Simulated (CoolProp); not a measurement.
Properties of nitrogen along the isobar 6280 kPa (Tc = -147.0 °C, pc = 3396 kPa, ω = 0.037).

Computed with CoolProp (reference Helmholtz-energy equation of state, Span 2000).

```
T (°C)           phase  cp (kJ/(kg K))  speed of sound (m/s)  isothermal compressibility (1/MPa)
-------  -------------  --------------  --------------------  ----------------------------------
-179.95         liquid           2.046                 755.2                                 ___
-170.05         liquid           2.136                 659.9                                 ___
-160.25         liquid           2.306                   ___                             0.01197
-150.35         liquid           2.673                 447.7                             0.02461
-140.45  supercritical           3.642                 325.4                             0.07572
-130.65  supercritical           4.555                 239.5                              0.2528
-120.75  supercritical           2.839                 236.7                              0.2474
-110.95  supercritical           2.101                 248.1                              0.2164
-101.05  supercritical           1.765                 260.1                              0.1984
-91.15   supercritical           1.580                 271.4                              0.1873
-81.35   supercritical             ___                 281.8                              0.1800
-71.45   supercritical           1.385                 291.6                              0.1748
-61.55   supercritical           1.328                 300.8                              0.1709
-51.75   supercritical           1.286                 309.4                              0.1680
```

**Question.** What belongs in the gaps?

**Answer.** 
- -179.95, isothermal compressibility (1/MPa): 0.004685
- -170.05, isothermal compressibility (1/MPa): 0.007117
- -160.25, speed of sound (m/s): 559.1
- -81.35, cp (kJ/(kg K)): 1.465

The peak of cp marks the crossing from liquid-like to gas-like fluid above the critical point.
